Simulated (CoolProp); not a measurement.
Properties of methane along the isotherm -61.65 °C.

Computed with CoolProp (reference Helmholtz-energy equation of state, Setzmann 1991).

| p (bar) | phase | cp (kJ/(kg K)) | cv (kJ/(kg K)) | Joule-Thomson coefficient (K/MPa) | isothermal compressibility (1/MPa) | viscosity (µPa s) | conductivity (mW/(m K)) |
|---|---|---|---|---|---|---|---|
| 7.19 | gas | 2.210 | 1.601 | 8.489 | 1.449 | 8.35 | 23.8 |
| 14.4 | gas | 2.352 | 1.628 | 8.569 | 0.7583 | 8.47 | 24.7 |
| 21.6 | gas | 2.535 | 1.659 | 8.623 | 0.5340 | 8.65 | 25.7 |
| 28.7 | gas | 2.771 | 1.693 | 8.641 | 0.4284 | 8.89 | 27.0 |
| 35.9 | gas | 3.099 | 1.733 | 8.603 | 0.3703 | 9.22 | 28.7 |
| 43.1 | gas | 3.567 | 1.778 | 8.474 | 0.3392 | 9.69 | 30.9 |
| 50.3 | supercritical | 4.276 | 1.831 | 8.200 | 0.3269 | 10.3 | 34.1 |
| 57.5 | supercritical | 5.407 | 1.890 | 7.693 | 0.3295 | 11.3 | 38.8 |
| 64.7 | supercritical | 7.176 | 1.953 | 6.837 | 0.3378 | 12.7 | 45.8 |
| 71.9 | supercritical | 9.085 | 1.993 | 5.586 | 0.3132 | 14.7 | 54.3 |
| 79 | supercritical | 9.239 | 1.984 | 4.248 | 0.2258 | 17.1 | 61.0 |
| 86.2 | supercritical | 8.125 | 1.949 | 3.202 | 0.1444 | 19.4 | 65.3 |
| 93.4 | supercritical | 7.102 | 1.920 | 2.497 | 0.09734 | 21.3 | 68.8 |
| 101 | supercritical | 6.332 | 1.898 | 1.989 | 0.06963 | 23.0 | 71.9 |
| 108 | supercritical | 5.829 | 1.884 | 1.651 | 0.05421 | 24.4 | 74.5 |
| 115 | supercritical | 5.456 | 1.873 | 1.393 | 0.04401 | 25.7 | 76.9 |

The peak of cp marks the crossing from liquid-like to gas-like fluid above the critical point.

Viscosity comes from a separate model (Quiñones-Cisneros 2006). Thermal conductivity comes from a separate model (Friend 1989).
